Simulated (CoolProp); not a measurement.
Values from CoolProp's reference Helmholtz-energy equation of state, Wu 2012.

Problem. Give the vapour pressure (MPa), liquid density (kg/m³), liquid cp (kJ/(kg K)), surface tension (mN/m) of saturated fluoroethane (R161) at 61.25 °C.

Solution. 
| T (°C) | p (MPa) | liquid density (kg/m³) | liquid cp (kJ/(kg K)) | surface tension (mN/m) |
|---|---|---|---|---|
| 61.25 | 2.23 | 618 | 2.71 | 4.59 |

Surface tension comes from a separate correlation (Mulero 2012).
